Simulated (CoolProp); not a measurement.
A Linde-Hampson liquefier for carbon monoxide: isothermal reversible compression at 230 K from 1 atm to 5 MPa, throttling to 1 atm, return gas leaving the recuperator 0 K below the feed. Each further row changes one setting.

Computed with CoolProp (reference Helmholtz-energy equation of state, Lemmon 2006). It is a short technical equation, of lower accuracy than the large ones.

```csv
case,liquid yield per pass,compression work (kJ/kg of gas)
as stated,0.057,261
high pressure 10 MPa,0.110,305
warm-end temperature 260 K,0.041,298
warm-end gap 5 K,0.043,261
```
